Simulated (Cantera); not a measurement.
# NO annealing gas

An isothermal, constant-pressure homogeneous reactor starts with 26.3 % NO, 73.7 % N2, at 1850 K and 1.01 bar.

Cantera simulation using GRI-Mech 3.0 (53 species, 325 reactions); the numbers are that mechanism's predictions, not measurements.

```json
[
 {"t (s)": "7.00e-6", "x NO": "0.263", "x N2O": "1.75e-7", "x O2": "1.07e-10", "x N2": "0.737", "x NO2": "1.71e-8", "x O": "1.59e-7"},
 {"t (s)": "4.72e-5", "x NO": "0.263", "x N2O": "1.16e-6", "x O2": "3.66e-9", "x N2": "0.737", "x NO2": "5.28e-7", "x O": "6.78e-7"},
 {"t (s)": "0.000318", "x NO": "0.263", "x N2O": "7.02e-6", "x O2": "1.11e-7", "x N2": "0.737", "x NO2": "6.95e-6", "x O": "1.90e-6"},
 {"t (s)": "0.00214", "x NO": "0.263", "x N2O": "2.52e-5", "x O2": "1.23e-5", "x N2": "0.737", "x NO2": "5.27e-5", "x O": "8.78e-6"},
 {"t (s)": "0.0144", "x NO": "0.262", "x N2O": "3.02e-5", "x O2": "0.000327", "x N2": "0.737", "x NO2": "7.85e-5", "x O": "1.24e-5"},
 {"t (s)": "0.0971", "x NO": "0.258", "x N2O": "2.91e-5", "x O2": "0.00254", "x N2": "0.739", "x NO2": "9.69e-5", "x O": "1.54e-5"},
 {"t (s)": "0.654", "x NO": "0.230", "x N2O": "2.29e-5", "x O2": "0.0165", "x N2": "0.753", "x NO2": "0.000158", "x O": "2.73e-5"},
 {"t (s)": "4.41", "x NO": "0.119", "x N2O": "6.10e-6", "x O2": "0.0720", "x N2": "0.809", "x NO2": "0.000159", "x O": "5.25e-5"},
 {"t (s)": "29.7", "x NO": "0.0129", "x N2O": "3.02e-7", "x O2": "0.125", "x N2": "0.862", "x NO2": "2.28e-5", "x O": "6.82e-5"},
 {"t (s)": "200", "x NO": "0.00406", "x N2O": "2.44e-7", "x O2": "0.130", "x N2": "0.866", "x NO2": "7.25e-6", "x O": "6.94e-5"}
]
```
x: mole fraction; the columns are a selection and need not sum to one.

Equilibrium at this temperature and pressure: NO 0.00405, N2O 2.44e-7, O2 0.130, N2 0.866, NO2 7.25e-6, O 6.94e-5 (gas phase only).
